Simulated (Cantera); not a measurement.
Input (Python, Cantera):

```python
import numpy as np
import cantera as ct

gas = ct.Solution("gri30.yaml")
gas.TPX = 1175, 2500, {'H2': 0.47, 'O2': 0.33}
reactor = ct.IdealGasConstPressureReactor(gas, energy="off", clone=False)
net = ct.ReactorNet([reactor])
net.rtol, net.atol = 1e-08, 1e-18
show = ['H2', 'O2', 'O', 'H2O2', 'H', 'H2O']
times = np.geomspace(2e-06, 100, 10)

steps = ct.SolutionArray(gas, extra=["t"])
rows = []
print(f"{'t/s':>10s}{'T/K':>9s}{'P/Pa':>11s}" + "".join(f"{s:>11s}" for s in show))
for t in times:
    while net.time < t:
        t_next = net.step()
        steps.append(gas.state, t=t_next)
    rows.append([np.interp(t, steps.t, y) for y in (steps.T, steps.P, *steps(*show).X.T)])
    print(f"{t:10.3e}{rows[-1][0]:9.1f}{rows[-1][1]:11.4g}" + "".join(f"{x:11.3e}" for x in rows[-1][2:]))
rate = np.gradient(steps.T, steps.t)
print("integrator steps:", len(steps.t))
if steps.T.max() > steps.T[0] + 200:
    print(f"time of steepest temperature rise: {steps.t[rate.argmax()]:.4e} s")
gas.TPX = 1175, 2500, {'H2': 0.47, 'O2': 0.33}
gas.equilibrate("TP")
print(f"equilibrium (TP): T = {gas.T:.1f} K  " + "  ".join(f"{s} {gas[s].X[0]:.3e}" for s in show))
```

Output:

```
       t/s      T/K       P/Pa         H2         O2          O       H2O2          H        H2O
 2.000e-06   1175.0       2500  5.875e-01  4.125e-01  8.022e-12  3.681e-14  5.085e-10  1.626e-12
 1.434e-05   1175.0       2500  5.875e-01  4.125e-01  3.104e-10  1.889e-12  3.738e-09  3.586e-10
 1.028e-04   1175.0       2500  5.875e-01  4.125e-01  1.339e-08  9.712e-11  8.407e-08  7.128e-08
 7.368e-04   1175.0       2500  3.742e-01  3.246e-01  2.033e-02  4.558e-07  1.241e-01  1.477e-01
 5.282e-03   1175.0       2500  3.012e-02  1.761e-01  1.306e-02  1.983e-06  4.454e-02  7.278e-01
 3.786e-02   1175.0       2500  3.907e-04  1.680e-01  1.339e-04  7.428e-07  5.025e-05  8.306e-01
 2.714e-01   1175.0       2500  1.032e-05  1.681e-01  3.946e-06  6.637e-08  2.469e-07  8.317e-01
 1.946e+00   1175.0       2500  8.535e-07  1.681e-01  3.473e-07  8.012e-09  6.325e-09  8.318e-01
 1.395e+01   1175.0       2500  1.343e-07  1.681e-01  5.430e-08  1.421e-09  4.010e-10  8.318e-01
 1.000e+02   1175.0       2500  9.652e-08  1.681e-01  3.812e-08  1.028e-09  2.425e-10  8.318e-01
integrator steps: 2105
equilibrium (TP): T = 1175.0 K  H2 9.652e-08  O2 1.681e-01  O 3.812e-08  H2O2 1.028e-09  H 2.425e-10  H2O 8.318e-01
```

Cantera simulation using GRI-Mech 3.0 (53 species, 325 reactions); the numbers are that mechanism's predictions, not measurements. Radical loss at walls, strong at low pressure, is not modelled. The temperature is held fixed by assumption; the heat of reaction is taken as removed at once.
